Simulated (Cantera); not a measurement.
What does this Cantera script print?

```python
import numpy as np
import cantera as ct

gas_names = """
    CL CLO CL2 Mg MgCL MgCL2 MgO Mg2 O O2 O3
""".split()
cond_names = """
    Mg(cr) Mg(L) MgCL2(s) MgCL2(L) MgO(s) MgO(L)
""".split()


def load(file, names, dense=False):
    # The tables refer to 1 bar. Condensed volumes are neglected.
    table = {s.name: s for s in ct.Species.list_from_file(file)}
    out = []
    for n in names:
        d = dict(table[n].input_data)
        d["thermo"] = dict(d["thermo"], **{"reference-pressure": 1e5})
        if dense:
            d["equation-of-state"] = {"model": "constant-volume", "density": "1e6 g/cm^3"}
        out.append(ct.Species.from_dict(d))
    return out


gas = ct.Solution(thermo="ideal-gas", species=load("nasa_gas.yaml", gas_names))
cond = {s.name: ct.Solution(thermo="fixed-stoichiometry", species=[s], name=s.name)
        for s in load("nasa_condensed.yaml", cond_names, dense=True)}
atoms = {
    'MgO': {'Mg': 1, 'O': 1},
    'Cl2': {'CL': 2},
}
top_T = {}  # K; cautious upper limits of use, not melting points


def equilibrate(T, P, feed):
    n = {}
    for name, mol in feed.items():
        for a, k in atoms[name].items():
            n[a] = n.get(a, 0.0) + k * mol
    gas.TPX = T, P, n
    mass = sum(n.values()) * gas.mean_molecular_weight
    gas.equilibrate("TP")
    valid = [c for c in cond.values() if c.min_temp <= T <= top_T.get(c.name, c.max_temp)]
    mix = ct.Mixture([(gas, mass / gas.mean_molecular_weight)] + [(c, 0.0) for c in valid])
    mix.T, mix.P = T, P
    mix.equilibrate("TP", solver="vcs", rtol=1e-11, max_steps=5000)
    return mix


results = []
feed = {'MgO': 1, 'Cl2': 17}  # mol
T = 798.15  # K
P = 3300  # Pa
mix = equilibrate(T, P, feed)
results.append((T, P, feed, dict(zip(mix.species_names, mix.species_moles))))
x = sorted(zip(gas.X, gas.species_names), reverse=True)
print(f"T = {T:g} K  P = {P:g} Pa  gas = {mix.phase_moles(0):.4g} mol")
print("   x: " + "  ".join(f"{s} {v:.3e}" for v, s in x if v > 1e-05))
print("   condensed (mol): " + ("  ".join(f"{mix.phase(i).name} {mix.phase_moles(i):.4g}"
      for i in range(1, mix.n_phases) if mix.phase_moles(i) > 1e-12) or "none"))
```

Output:

```
T = 798.15 K  P = 3300 Pa  gas = 16.71 mol
   x: CL2 9.827e-01  O2 1.723e-02  CL 4.888e-05
   condensed (mol): MgCL2(s) 0.5759  MgO(s) 0.4241
```

These are equilibrium values from Cantera (NASA tables, ideal gas, pure condensed phases), not measurements of a reactor.
